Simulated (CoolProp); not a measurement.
Vapour-liquid equilibrium of R22 (1) + c-C4F8 (RC318) (2) at 0.428 MPa; x and y are mole fractions of (1).

Model: multi-fluid Helmholtz-energy mixture model, Kamei 1995 and Platzer 1990; pair parameters Bell 2016, in CoolProp. This equation is an older, rougher fit; its heat capacities, sound speeds and derivatives of the liquid may be far off and weren't checked against measurements.

| x | bubble temperature (K) | y at the bubble point | dew temperature at overall composition x (K) | liquid density (mol/L) |
|---|---|---|---|---|
| 0.05 | 306.1 | 0.106 | 307.4 | 7.517 |
| 0.125 | 301.2 | 0.291 | 305.7 | 7.919 |
| 0.2 | 295.1 | 0.469 | 303.8 | 8.364 |
| 0.275 | 288.8 | 0.613 | 301.6 | 8.834 |
| 0.35 | 283.4 | 0.714 | 299.3 | 9.316 |
| 0.425 | 279.2 | 0.781 | 296.7 | 9.805 |
| 0.5 | 276.1 | 0.825 | 293.8 | 10.30 |
| 0.575 | 273.9 | 0.854 | 290.6 | 10.83 |
| 0.65 | 272.4 | 0.875 | 287.0 | 11.38 |
| 0.725 | 271.4 | 0.892 | 282.8 | 11.99 |
| 0.8 | 270.5 | 0.910 | 277.8 | 12.68 |
| 0.875 | 269.7 | 0.932 | 272.4 | 13.45 |
| 0.95 | 268.9 | 0.965 | 269.2 | 14.34 |

No azeotrope shows between x = 0.05 and 0.95.

Pair parameters are fitted to limited data, so mixtures are less certain than the pure fluids. The gap from Raoult's law changes sign with composition, which may be real or a fault of the pair parameters; it wasn't checked against measurements.
